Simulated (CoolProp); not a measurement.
Properties of n-butane along the isobar 1.01 bar.

Computed with CoolProp (reference Helmholtz-energy equation of state, Bücker 2006).

```tsv
T (K)	phase	cp (kJ/(kg K))	speed of sound (m/s)	isothermal compressibility (1/MPa)	expansivity (1/kK)	viscosity (µPa s)	conductivity (mW/(m K))
260.4	liquid	2.255	1105	0.001879	[?]	231	121
289	gas	1.697	206.9	10.26	3.879	[?]	15.7
317.6	gas	1.809	217.8	10.15	3.414	7.89	18.5
346.2	gas	1.928	227.9	10.09	3.067	8.60	[?]
374.8	gas	2.051	237.3	10.04	2.794	9.29	25.1
403.4	gas	2.173	246.3	10.01	2.570	[?]	28.7
432	gas	2.293	254.9	9.986	2.383	10.7	32.6
460.6	gas	2.409	263.1	9.969	2.223	11.3	[?]
489.2	gas	2.522	271.1	9.956	2.085	12.0	41.2
517.8	gas	2.630	278.8	9.946	1.963	12.7	45.9
546.4	gas	2.733	286.3	9.937	1.856	[?]	50.9
575	gas	2.833	[?]	9.931	1.760	14.0	56.1
```

Q: What belongs in the gaps?

A: 
- 260.4, expansivity (1/kK): 1.702
- 289, viscosity (µPa s): 7.17
- 346.2, conductivity (mW/(m K)): 21.7
- 403.4, viscosity (µPa s): 9.98
- 460.6, conductivity (mW/(m K)): 36.8
- 546.4, viscosity (µPa s): 13.3
- 575, speed of sound (m/s): 293.6

Viscosity comes from a separate model (Vogel 1999). Thermal conductivity comes from a separate model (Perkins 2002).
